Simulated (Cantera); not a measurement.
A freely propagating, adiabatic, planar premixed flame of H₂ : O₂ : N₂ : H₂O = 1 : 0.312 : 1.17 : 0.74 (molar parts), equivalence ratio 1.6, unburnt at 650 K and 400000 Pa; mixture-averaged transport, grid criteria slope 0.08 and curve 0.16, no radiation.

Cantera simulation using the H2/O2 subset of GRI-Mech 3.0, which has no nitrogen chemistry; the numbers are that mechanism's predictions, not measurements. The hydrogen kinetics of GRI-Mech 3.0 are dated; newer H2 mechanisms differ, most at raised pressure. Burning velocities carry a grid error of a few per cent, more on coarse grids.

Predict: laminar burning velocity; thermal thickness; peak x(H); peak x(OH); peak x(H₂O₂).


```json
{
  "laminar_burning_velocity": "490 cm/s",
  "thermal_thickness": "0.0726 mm",
  "peak x(H)": "0.0207",
  "peak x(OH)": "0.00505",
  "peak x(H₂O₂)": "0.000111"
}
```
